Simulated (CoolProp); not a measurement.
A simple Rankine cycle with R1233zd(E): condensing at 327.15 K, boiler at 1.04 MPa, turbine inlet 413 K, turbine efficiency 0.8, pump efficiency 0.6, no recuperator. Each further row changes one setting.

The numbers come from the reference Helmholtz-energy equation of state, Akasaka 2022 in CoolProp.

| case | thermal efficiency (%) | net work (kJ/kg) | heat in (kJ/kg) | turbine exit temperature (K) | volume ratio over the turbine |
|---|---|---|---|---|---|
| as stated | 8.1 | [?] | 244 | 381.2 | 3.20 |
| turbine inlet 433 K | 8.0 | 21.3 | 265 | [?] | 3.15 |
| condensing temperature 319.15 K | 9.5 | 24.0 | 254 | 375.5 | [?] |
| boiler pressure 0.728 MPa | 5.8 | [?] | 249 | 392.1 | 2.20 |
| turbine efficiency 0.7 | [?] | 17.2 | 244 | 384.0 | [?] |

Task: Fill in the missing entries.

Result: 
- as stated, net work (kJ/kg): 19.8
- turbine inlet 433 K, turbine exit temperature (K): 401.6
- condensing temperature 319.15 K, volume ratio over the turbine: 4.03
- boiler pressure 0.728 MPa, net work (kJ/kg): 14.4
- turbine efficiency 0.7, thermal efficiency (%): 7.1
- turbine efficiency 0.7, volume ratio over the turbine: 3.22
